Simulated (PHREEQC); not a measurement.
A solution holds 0.25 mol/kgw Cd(NO3)2, at 70 °C. It is in equilibrium with CO2 at log p = -3.4 (atm). Otherwise closed; pH follows from the charge balance.

Computed with PHREEQC (ion-association model, phreeqc.dat).

```yaml
pH: 4.73
ionic_strength: 0.712 mol/kgw
activity_of_water: 0.988
density: 1.023 g/cm³
```

| species | molality | activity | log γ |
|---|---|---|---|
| NO3- | 0.481 | 0.268 | -0.254 |
| Cd+2 | 0.231 | 0.0658 | -0.545 |
| CdNO3+ | 0.0192 | 0.0140 | -0.136 |
| H+ | 2.54e-5 | 1.87e-5 | -0.132 |
| Cd2OH+3 | 1.75e-5 | 1.04e-6 | -1.226 |
| CdOH+ | 7.19e-6 | 5.25e-6 | -0.136 |

Precipitation was switched off in this run. The ionic strength is past about 0.7 mol/kgw, beyond the range of this activity model, so the values are rough. Constants without temperature data keep their 25 °C values here.
